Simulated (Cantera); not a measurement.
# Hydrocarbon pyrolysis for carbon deposition

A perfectly stirred reactor is fed with CH4 : N2 = 1 : 7.1 (molar parts), at 0.0760 bar; it is held at 1873 K, and followed from long to short residence time.

Cantera simulation using GRI-Mech 3.0 (53 species, 325 reactions); the numbers are that mechanism's predictions, not measurements. GRI-Mech 3.0 stops at C3 and has no aromatics, soot or wall deposition, so with more carbon than oxygen in the feed, carbon stays in small species such as C2H2 where larger ones or solid carbon would form.

| τ (s) | x CH4 | x C2H2 | x C2H4 | x CH3 | x C2H |
|---|---|---|---|---|---|
| 1.7 | 0.00289 | 0.0533 | 2.12e-5 | 0.000266 | 2.90e-6 |
| 0.74 | 0.00484 | 0.0525 | 3.84e-5 | 0.000404 | 2.60e-6 |
| 0.32 | 0.00817 | 0.0509 | 8.16e-5 | 0.000611 | 2.27e-6 |
| 0.14 | 0.0136 | 0.0482 | 0.000186 | 0.000908 | 1.94e-6 |
| 0.059 | 0.0227 | 0.0437 | 0.000445 | 0.00134 | 1.59e-6 |
| 0.025 | 0.0364 | 0.0368 | 0.00102 | 0.00192 | 1.23e-6 |
| 0.011 | 0.0545 | 0.0275 | 0.00208 | 0.00255 | 8.57e-7 |
| 0.0046 | 0.0790 | 0.0149 | 0.00357 | 0.00309 | 4.42e-7 |
x: mole fraction; the columns are a selection and need not sum to one.
